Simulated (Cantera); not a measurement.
Cantera run:

```python
import numpy as np
import cantera as ct

gas_names = """
    H H2 N NH NH2 NH3 N2 N2H2 N2H4 Si SiH SiH2 SiH3 SiH4 SiN Si2 Si2N Si3
""".split()
cond_names = """
    Si(cr) Si(L) Si3N4(a)
""".split()


# ... load() reads the species with a 1 bar reference pressure and builds the phases ...
atoms = {
    'SiH4': {'Si': 1, 'H': 4},
    'N2': {'N': 2},
    'H2': {'H': 2},
}
top_T = {'Si3N4(a)': 2400}  # K; cautious upper limits of use, not melting points


# ... equilibrate(T, P, feed) seeds the gas with the atoms and calls Mixture.equilibrate('TP', solver="vcs", rtol=1e-11, max_steps=5000) ...
results = []
feed = {'SiH4': 1, 'N2': 0.62, 'H2': 5.9}  # mol
T = 1873  # K
P = 1000  # Pa
mix = equilibrate(T, P, feed)
results.append((T, P, feed, dict(zip(mix.species_names, mix.species_moles))))
x = sorted(zip(gas.X, gas.species_names), reverse=True)
print(f"T = {T:g} K  P = {P:g} Pa  gas = {mix.phase_moles(0):.4g} mol")
print("   x: " + "  ".join(f"{s} {v:.3e}" for v, s in x if v > 1e-06))
print("   condensed (mol): " + ("  ".join(f"{mix.phase(i).name} {mix.phase_moles(i):.4g}"
      for i in range(1, mix.n_phases) if mix.phase_moles(i) > 1e-12) or "none"))
```

Output:

```
T = 1873 K  P = 1000 Pa  gas = 8.555 mol
   x: H2 9.203e-01  N2 7.247e-02  H 6.192e-03  Si 8.818e-04  SiH 7.883e-05  SiH2 4.514e-05  Si2N 1.271e-05  SiN 8.545e-06  Si2 6.582e-06  Si3 1.506e-06
   condensed (mol): Si(L) 0.991
```

Cantera equilibrium calculation (NASA polynomials, part measured and part estimated; ideal gas, pure solids and liquids). Gases not in the tables: Si2H6 and higher silanes.
